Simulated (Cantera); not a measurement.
Feed: 1 mol CuF2, 1.2 mol H2O, 2.9 mol H2, equilibrated at 0.00133 bar.

These are equilibrium values from Cantera (NASA tables, ideal gas, pure condensed phases), not measurements of a reactor. Candidate condensed phases: Cu, CuF2, CuO, Cu(OH)2, Cu2O, H2O; 27 gas species. Rates play no part.

Which condensed phases are stable at each of these points (T (°C)): 575, 675, 775, 875, 975, 1075, 1175, 1275, 1375, 1475, 1575, 1675, 1775, 1875?


| T (°C) | condensed phases | Cu condensed (%) |
|---|---|---|
| 575 | Cu(s) | 100.0 |
| 675 | Cu(s) | 100.0 |
| 775 | Cu(s) | 100.0 |
| 875 | Cu(s) | 100.0 |
| 975 | Cu(s) | 100.0 |
| 1075 | Cu(s) | 99.8 |
| 1175 | Cu(l) | 98.7 |
| 1275 | Cu(l) | 92.8 |
| 1375 | Cu(l) | 67.1 |
| 1475 | gas only | 0.0 |
| 1575 | gas only | 0.0 |
| 1675 | gas only | 0.0 |
| 1775 | gas only | 0.0 |
| 1875 | gas only | 0.0 |

From 575 °C to 1075 °C the condensed part is Cu(s). From 1175 °C to 1375 °C the condensed part is Cu(l). From 1475 °C to 1875 °C nothing is condensed.
